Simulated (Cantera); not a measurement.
A closed system holds: 1 mol SiCl₄, 0.028 mol CH₄, 900 mol H₂, held at 1748 K and 12.0 Torr.

Equilibrium computed with Cantera from the NASA thermochemical tables; the gas is ideal and each condensed phase is pure. Candidate condensed phases: C, C₆H₆, C₇H₈, C₈H₁₈, Si, SiC; 109 gas species. Mutual solubility and eutectic melting of coexisting phases are not modelled. Gases not in the tables: Si₂H₆ and higher silanes. Equilibrium is a limit: real reactors are often held back by kinetics, nucleation or transport.

Base state: H₂ 0.994, HCl 0.00429, H 0.00180, Si 9.10e-5, SiCl₂ 6.18e-5, SiH₂ 2.04e-5, SiH 1.53e-5 (mole fractions); condensed: Si(l) + SiC(s).

### Question
What changes in the equilibrium state with this change: pressure from 12.0 Torr to 263 Torr?

### Answer
```json
[
 {"species": "H₂", "before": "0.994", "after": "0.995"},
 {"species": "HCl", "before": "0.00429", "after": "0.00431"},
 {"species": "H", "before": "0.00180", "after": "0.000385"},
 {"species": "Si", "before": "9.10e-5", "after": "4.16e-6"},
 {"species": "SiCl₂", "before": "6.18e-5", "after": "6.21e-5"},
 {"species": "SiH", "before": "1.53e-5", "after": "3.27e-6"},
 {"species": "SiH₂", "before": "2.04e-5", "after": "2.04e-5"},
 {"species": "Si(l), mol", "before": "0.795", "after": "0.894"},
 {"species": "SiC(s), mol", "before": "0.0270", "after": "0.0224"}
]
```

### Question
What changes in the equilibrium state with this change: H₂ from 900 to 150 mol?

### Answer
```tsv
species	before	after
H₂	0.994	0.974
HCl	0.00429	0.0227
H	0.00180	0.00178
SiCl₂	6.18e-5	0.00176
SiCl	5.89e-6	3.15e-5
Cl	6.00e-6	3.20e-5
SiH₂	2.04e-5	2.00e-5
SiH	1.53e-5	1.51e-5
Si	9.10e-5	9.10e-5
Si(l), mol	0.795	0.679
SiC(s), mol	0.0270	0.0278
```
The tables' values for SiCl are old estimates; treat these amounts as uncertain.

### Question
What changes in the equilibrium state with this change: SiCl₄ replaced by Si(CH₃)₄?

### Answer
```tsv
species	before	after
H₂	0.994	0.998
H	0.00180	0.00180
C₂H₂ (acetylene)	3.99e-8	0.000113
HCl	0.00429	0
Si	9.10e-5	1.71e-6
SiCl₂	6.18e-5	0
CH₄	2.74e-7	1.47e-5
SiH	1.53e-5	2.88e-7
SiH₂	2.04e-5	3.86e-7
Si(l), mol	0.795	0
SiC(s), mol	0.0270	0.998
C(graphite), mol	0	2.81
```
